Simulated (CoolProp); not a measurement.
Vapour pressure (bar) of fluorine: the reference equation beside estimates from Tc = -128.7 °C, pc = 52.40 bar, ω = 0.045. Clausius-Clapeyron is anchored at -180.35 °C with a constant enthalpy of vaporisation of 6.330 kJ/mol.

Values from CoolProp's reference Helmholtz-energy equation of state, de Reuck 1990.

```tsv
T (°C)	reference	Lee-Kesler	Clausius-Clapeyron	van der Waals	Redlich-Kwong	Soave-Redlich-Kwong
-191.95	0.6381	0.6516	0.7049	3.096	0.5242	0.6451
-186.15	1.262	1.285	(withheld)	4.659	1.119	1.276
-180.35	2.276	2.312	2.276	6.688	2.129	2.302
-174.65	3.779	3.832	(withheld)	9.188	3.666	3.826
-168.85	5.963	6.033	5.624	12.30	5.932	6.043
-163.05	8.950	9.035	8.261	16.01	9.055	9.083
-157.35	12.82	12.91	(withheld)	20.30	13.10	13.02
-151.55	17.85	17.94	15.89	25.35	18.34	(withheld)
-145.75	24.17	24.24	21.13	31.11	24.86	24.58
-139.95	31.98	32.03	(withheld)	37.61	32.76	32.46
-134.25	(withheld)	(withheld)	34.65	44.76	(withheld)	41.77
```

### Question
Fill in the missing entries.

### Answer

- -186.15, Clausius-Clapeyron: 1.317
- -174.65, Clausius-Clapeyron: 3.659
- -157.35, Clausius-Clapeyron: 11.61
- -151.55, Soave-Redlich-Kwong: 18.16
- -139.95, Clausius-Clapeyron: 27.41
- -134.25, reference: 41.33
- -134.25, Lee-Kesler: 41.40
- -134.25, Redlich-Kwong: 41.99

Absolute difference from the reference over all 11 rows, mean and median: Lee-Kesler 1.0 and 0.9 %, Clausius-Clapeyron 8.6 and 9.4 %, van der Waals 121.0 and 78.9 %, Redlich-Kwong 4.7 and 2.7 %, Soave-Redlich-Kwong 1.4 and 1.3 %.
